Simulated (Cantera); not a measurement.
# Hydrocarbon pyrolysis for carbon deposition

A perfectly stirred reactor is fed with 11.5 % C₂H₄, 88.5 % H₂, at 0.0620 bar; it is held at 2023 K, and followed from long to short residence time.

Model: GRI-Mech 3.0 (53 species, 325 reactions), integrated in Cantera. GRI-Mech 3.0 was tuned for natural gas; its chemistry of ethylene as a main component is partial and can be far from experiment. GRI-Mech 3.0 stops at C3 and has no aromatics, soot or wall deposition, so with more carbon than oxygen in the feed, carbon stays in small species such as C2H2 where larger ones or solid carbon would form.

```csv
τ (s),x C₂H₄,x H₂,x C₂H,x CH₂,x C₂H₂,x C₂H₆,x H
0.30,5.92e-5,0.891,1.38e-5,2.38e-7,0.103,8.07e-10,0.00594
0.19,7.83e-5,0.892,1.23e-5,1.81e-7,0.103,8.26e-10,0.00532
0.12,0.000115,0.893,1.05e-5,1.21e-7,0.103,9.41e-10,0.00451
0.074,0.000196,0.893,8.24e-6,6.94e-8,0.103,1.31e-9,0.00355
0.047,0.000355,0.894,6.22e-6,4.04e-8,0.103,2.09e-9,0.00269
0.029,0.000700,0.895,4.46e-6,2.67e-8,0.102,3.62e-9,0.00193
0.018,0.00138,0.895,3.20e-6,2.41e-8,0.102,6.11e-9,0.00139
0.011,0.00268,0.896,2.30e-6,2.80e-8,0.101,1.00e-8,0.00102
0.0071,0.00467,0.896,1.76e-6,3.55e-8,0.0988,1.51e-8,0.000789
0.0045,0.00798,0.895,1.36e-6,4.70e-8,0.0959,2.24e-8,0.000628
```
x: mole fraction; the columns are a selection and need not sum to one.
